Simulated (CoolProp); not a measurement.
Properties of isopentane along the isobar 2.96 MPa (Tc = 460.3 K, pc = 3.378 MPa, ω = 0.227).

Model: reference Helmholtz-energy equation of state, Lemmon 2006, in CoolProp. It is a short technical equation, of lower accuracy than the large ones.

| T (K) | phase | Z | cp (kJ/(kg K)) | cv (kJ/(kg K)) | speed of sound (m/s) | Joule-Thomson coefficient (K/MPa) |
|---|---|---|---|---|---|---|
| 202.7 | liquid | 0.1793 | ? | 1.357 | 1462 | -0.5676 |
| 227.5 | liquid | 0.1649 | 1.946 | 1.438 | 1330 | -0.5274 |
| 252.2 | liquid | 0.1538 | 2.047 | 1.527 | 1206 | -0.4811 |
| 277 | liquid | ? | 2.158 | 1.621 | 1087 | ? |
| 301.8 | liquid | 0.1383 | 2.280 | 1.720 | 971.7 | -0.3657 |
| 326.6 | liquid | 0.1333 | 2.411 | 1.821 | 858.6 | -0.2894 |
| 351.3 | liquid | 0.1300 | 2.556 | 1.924 | 746.3 | -0.1895 |
| 376.1 | liquid | 0.1284 | 2.722 | 2.029 | 631.7 | -0.04386 |
| 400.9 | liquid | 0.1292 | 2.932 | 2.136 | 511.8 | 0.2015 |
| 425.7 | liquid | 0.1341 | 3.265 | 2.250 | 378.6 | 0.7427 |
| 450.4 | liquid | 0.1553 | 4.981 | 2.414 | 189.1 | 3.916 |
| 475.2 | gas | 0.6471 | 3.194 | 2.451 | 160.9 | 12.04 |
| 500 | gas | 0.7302 | 2.962 | 2.508 | 185.3 | 8.606 |

Task: Fill in the missing entries.

Result: 
- 202.7, cp (kJ/(kg K)): 1.858
- 277, Z: 0.1450
- 277, Joule-Thomson coefficient (K/MPa): -0.4280
